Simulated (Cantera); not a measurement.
Input (Python, Cantera) and output of one run.

```python
import numpy as np
import cantera as ct

gas_names = """
    F F2 H HF H2 H2F2 H3F3 H4F4 H5F5 H6F6 H7F7 Si SiF SiF2 SiF3 SiF4 SiH SiHF3 SiH2 SiH2F2 SiH3 SiH3F
    SiH4 Si2 Si3
""".split()
cond_names = """
    Si(cr) Si(L)
""".split()


def load(file, names, dense=False):
    # The tables refer to 1 bar. Condensed volumes are neglected.
    table = {s.name: s for s in ct.Species.list_from_file(file)}
    out = []
    for n in names:
        d = dict(table[n].input_data)
        d["thermo"] = dict(d["thermo"], **{"reference-pressure": 1e5})
        if dense:
            d["equation-of-state"] = {"model": "constant-volume", "density": "1e6 g/cm^3"}
        out.append(ct.Species.from_dict(d))
    return out


gas = ct.Solution(thermo="ideal-gas", species=load("nasa_gas.yaml", gas_names))
cond = {s.name: ct.Solution(thermo="fixed-stoichiometry", species=[s], name=s.name)
        for s in load("nasa_condensed.yaml", cond_names, dense=True)}
atoms = {
    'SiF4': {'Si': 1, 'F': 4},
    'H2': {'H': 2},
}
top_T = {}  # K; cautious upper limits of use, not melting points


def equilibrate(T, P, feed):
    n = {}
    for name, mol in feed.items():
        for a, k in atoms[name].items():
            n[a] = n.get(a, 0.0) + k * mol
    gas.TPX = T, P, n
    mass = sum(n.values()) * gas.mean_molecular_weight
    gas.equilibrate("TP")
    valid = [c for c in cond.values() if c.min_temp <= T <= top_T.get(c.name, c.max_temp)]
    mix = ct.Mixture([(gas, mass / gas.mean_molecular_weight)] + [(c, 0.0) for c in valid])
    mix.T, mix.P = T, P
    mix.equilibrate("TP", solver="vcs", rtol=1e-11, max_steps=5000)
    return mix


results = []
feed = {'SiF4': 1, 'H2': 15}  # mol
T = 1275  # K
P = 31000  # Pa
mix = equilibrate(T, P, feed)
results.append((T, P, feed, dict(zip(mix.species_names, mix.species_moles))))
x = sorted(zip(gas.X, gas.species_names), reverse=True)
print(f"T = {T:g} K  P = {P:g} Pa  gas = {mix.phase_moles(0):.4g} mol")
print("   x: " + "  ".join(f"{s} {v:.3e}" for v, s in x if v > 0.001))
print("   condensed (mol): " + ("  ".join(f"{mix.phase(i).name} {mix.phase_moles(i):.4g}"
      for i in range(1, mix.n_phases) if mix.phase_moles(i) > 1e-12) or "none"))
```

It prints:

```
T = 1275 K  P = 31000 Pa  gas = 16 mol
   x: H2 9.352e-01  SiF4 6.023e-02  HF 2.285e-03  SiHF3 1.799e-03
   condensed (mol): none
```

Method: chemical equilibrium by Gibbs-energy minimisation in Cantera with the NASA 1993 tables (ideal gas, pure condensed phases). The tables' values for SiF3 are old estimates; treat these amounts as uncertain.
